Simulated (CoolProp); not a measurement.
Acetone along the isotherm 385.3 K: Z from the reference equation and from simpler models built on Tc = 508.1 K, pc = 4.692 MPa, ω = 0.307; each cubic takes its own stable root.

The numbers come from the reference Helmholtz-energy equation of state, Lemmon 2006 in CoolProp. It is a short technical equation, of lower accuracy than the large ones.

```json
[
 {"p (MPa)": "1.3", "phase": "liquid", "reference": "0.03471", "van der Waals": "0.8085", "Redlich-Kwong": "…", "Soave-Redlich-Kwong": "0.04459", "Peng-Robinson": "0.03934"},
 {"p (MPa)": "2.61", "phase": "liquid", "reference": "0.06938", "van der Waals": "0.1336", "Redlich-Kwong": "0.09359", "Soave-Redlich-Kwong": "0.08892", "Peng-Robinson": "…"},
 {"p (MPa)": "3.91", "phase": "liquid", "reference": "0.1035", "van der Waals": "0.1971", "Redlich-Kwong": "0.1389", "Soave-Redlich-Kwong": "0.1324", "Peng-Robinson": "…"},
 {"p (MPa)": "5.21", "phase": "liquid", "reference": "0.1374", "van der Waals": "0.2592", "Redlich-Kwong": "0.1836", "Soave-Redlich-Kwong": "0.1754", "Peng-Robinson": "0.1551"},
 {"p (MPa)": "6.52", "phase": "liquid", "reference": "…", "van der Waals": "0.3207", "Redlich-Kwong": "0.2279", "Soave-Redlich-Kwong": "0.2182", "Peng-Robinson": "0.1931"},
 {"p (MPa)": "7.82", "phase": "liquid", "reference": "…", "van der Waals": "…", "Redlich-Kwong": "…", "Soave-Redlich-Kwong": "0.2603", "Peng-Robinson": "0.2306"},
 {"p (MPa)": "9.12", "phase": "liquid", "reference": "…", "van der Waals": "0.4398", "Redlich-Kwong": "0.3143", "Soave-Redlich-Kwong": "0.3021", "Peng-Robinson": "0.2677"},
 {"p (MPa)": "10.4", "phase": "liquid", "reference": "0.2703", "van der Waals": "0.4974", "Redlich-Kwong": "0.3561", "Soave-Redlich-Kwong": "0.3429", "Peng-Robinson": "0.3040"},
 {"p (MPa)": "11.7", "phase": "liquid", "reference": "0.3031", "van der Waals": "0.5552", "Redlich-Kwong": "0.3982", "Soave-Redlich-Kwong": "0.3840", "Peng-Robinson": "0.3406"}
]
```

Q: What belongs in the gaps?

A: 
- 1.3, Redlich-Kwong: 0.04709
- 2.61, Peng-Robinson: 0.07853
- 3.91, Peng-Robinson: 0.1170
- 6.52, reference: 0.1713
- 7.82, reference: 0.2046
- 7.82, van der Waals: 0.3807
- 7.82, Redlich-Kwong: 0.2713
- 9.12, reference: 0.2378

At some of these states van der Waals gives the other phase, because its saturation line lies elsewhere.
